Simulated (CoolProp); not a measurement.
Model: reference Helmholtz-energy equation of state, Gao 2020, in CoolProp.

### Question
For ammonia, give the phase and the Z, speed of sound (m/s), isothermal compressibility (1/MPa), expansivity (1/kK) at 342.4 K and 13.2 MPa.

### Answer
- 342.4 K and 13.2 MPa: liquid; Z 0.145, speed of sound 1100, isothermal compressibility 0.00279, expansivity 3.23
